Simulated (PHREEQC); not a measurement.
A column of 0.2 m (40 cells, dispersivity 0.01 m, 3600 s a shift, diffusion coefficient 3e-10 m²/s) holds 0.0036 eq of the database's cation exchanger X per kg of pore water, first in equilibrium with 1.8 mmol/kgw MgCl2 and 0.01 mmol/kgw HCl. It is flushed with 0.0013 mol MgSO4 and 1e-05 mol HCl per kg of water, at 25 °C. Values are for the last cell. No CO2 enters from the air. Nothing may precipitate in this run.

The series has 34 steps of pore volumes, from 0 to 4.963.

Equilibrium calculation in PHREEQC: ion-association model, phreeqc.dat.

Problem. After how many pore volumes does S at the outlet first reach half of its feed value?

Solution. By 1.1 pore volumes.
